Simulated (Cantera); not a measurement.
A Cantera script and what it prints.

```python
import numpy as np
import cantera as ct

gas_names = """
    CL CL2 H HCL H2 Si SiCL SiCL2 SiCL3 SiCL4 SiH SiHCL3 SiH2 SiH2CL2 SiH3 SiH3CL SiH4 Si2 Si3
""".split()
cond_names = """
    Si(cr) Si(L)
""".split()


# ... load() reads the species with a 1 bar reference pressure and builds the phases ...
atoms = {
    'SiCl4': {'Si': 1, 'CL': 4},
    'H2': {'H': 2},
}
top_T = {}  # K; cautious upper limits of use, not melting points


# ... equilibrate(T, P, feed) seeds the gas with the atoms and calls Mixture.equilibrate('TP', solver="vcs", rtol=1e-11, max_steps=5000) ...
results = []
feed = {'SiCl4': 1, 'H2': 2.2}  # mol
T = 725  # K
P = 100000  # Pa
mix = equilibrate(T, P, feed)
results.append((T, P, feed, dict(zip(mix.species_names, mix.species_moles))))
x = sorted(zip(gas.X, gas.species_names), reverse=True)
print(f"T = {T:g} K  P = {P:g} Pa  gas = {mix.phase_moles(0):.4g} mol")
print("   x: " + "  ".join(f"{s} {v:.3e}" for v, s in x if v > 0.0001))
print("   condensed (mol): " + ("  ".join(f"{mix.phase(i).name} {mix.phase_moles(i):.4g}"
      for i in range(1, mix.n_phases) if mix.phase_moles(i) > 1e-12) or "none"))
```

It prints:

```
T = 725 K  P = 100000 Pa  gas = 3.2 mol
   x: H2 6.795e-01  SiCL4 3.045e-01  HCL 8.005e-03  SiHCL3 7.975e-03
   condensed (mol): none
```

These are equilibrium values from Cantera (NASA tables, ideal gas, pure condensed phases), not measurements of a reactor.
